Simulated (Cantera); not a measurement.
Feed: 1 mol B2O3, 42 mol HF, 1.5 mol N2, equilibrated at 1450 K and 2.20 mbar.

These are equilibrium values from Cantera (NASA tables, ideal gas, pure condensed phases), not measurements of a reactor. Candidate condensed phases: B, BN, B2O3, B3O3H3, H2O; 62 gas species. Rates play no part.

Base state: HF 0.878, H2O 0.0412, N2 0.0343, BOF 0.0265, BF3 0.0189, HBO2 0.000415, H2 0.000116, O2 5.16e-5 (mole fractions); condensed: gas only.

### Question
What changes in the equilibrium state with this change: B2O3 replaced by SiO2?

### Answer
| species | before | after |
|---|---|---|
| HF | 0.878 | 0.894 |
| H2O | 0.0412 | 0.0469 |
| N2 | 0.0343 | 0.0353 |
| BOF | 0.0265 | 0 |
| SiF4 | 0 | 0.0235 |
| BF3 | 0.0189 | 0 |
| HBO2 | 0.000415 | 0 |
| O2 | 5.16e-5 | 5.68e-5 |
Further candidate phases: Si, SiO2, Si2N2O, Si3N4.

### Question
What changes in the equilibrium state with this change: N2 from 1.5 to 72 mol?

### Answer
```
species    before     after
-------  --------  --------
N2         0.0343     0.629
HF          0.878     0.341
H2O        0.0412    0.0129
BF3        0.0189   0.00440
BOF        0.0265    0.0129
HBO2     0.000415  0.000163
O2        5.16e-5   2.17e-5
OH        1.85e-5   8.34e-6
H2       0.000116   5.60e-5
```

### Question
What changes in the equilibrium state with this change: temperature from 1450 K to 1623.15 K?

### Answer
```
species    before     after
-------  --------  --------
HF          0.878     0.893
BOF        0.0265    0.0392
N2         0.0343    0.0339
H2O        0.0412    0.0272
BF3        0.0189   0.00553
H         2.17e-6   2.91e-5
OH        1.85e-5   8.55e-5
NO        3.11e-6   1.26e-5
H2       0.000116  0.000388
```
